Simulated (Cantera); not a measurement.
Feed: 1 mol FeS2, 0.24 mol H2S, 0.059 mol H2O, 1.1 mol SO3, equilibrated at 1223 K and 17000 Pa.

These are equilibrium values from Cantera (NASA tables, ideal gas, pure condensed phases), not measurements of a reactor. Candidate condensed phases: Fe, FeO, Fe(OH)2, Fe(OH)3, FeS, FeSO4, FeS2, Fe2O3, Fe2(SO4)3, Fe3O4, H2O, H2SO4, S; 22 gas species. FeS: taken at fixed stoichiometry. Gases not in the tables: S3 to S7. Kinetics and transport are ignored.

Base state: SO2 0.687, S2 0.171, H2O 0.126, S2O 0.00757, H2S 0.00644, H2 0.00201, SO 0.000786, SH 7.78e-5 (mole fractions); condensed: FeS(s).

What changes in the equilibrium state with this change: SO3 from 1.1 to 0.13 mol?


| species | before | after |
|---|---|---|
| S2 | 0.171 | 0.583 |
| H2O | 0.126 | 0.216 |
| SO2 | 0.687 | 0.111 |
| H2S | 0.00644 | 0.0692 |
| H2 | 0.00201 | 0.0117 |
| SH | 7.78e-5 | 0.000347 |
| SO | 0.000786 | 0.000430 |
| S2O | 0.00757 | 0.00765 |
| FeS(s), mol | 1.00 | 1.00 |

What changes in the equilibrium state with this change: H2S from 0.24 to 1.2 mol?


| species | before | after |
|---|---|---|
| SO2 | 0.687 | 0.327 |
| H2O | 0.126 | 0.325 |
| S2 | 0.171 | 0.295 |
| H2S | 0.00644 | 0.0363 |
| H2 | 0.00201 | 0.00863 |
| SH | 7.78e-5 | 0.000212 |
| FeS(s), mol | 1.00 | 1.00 |
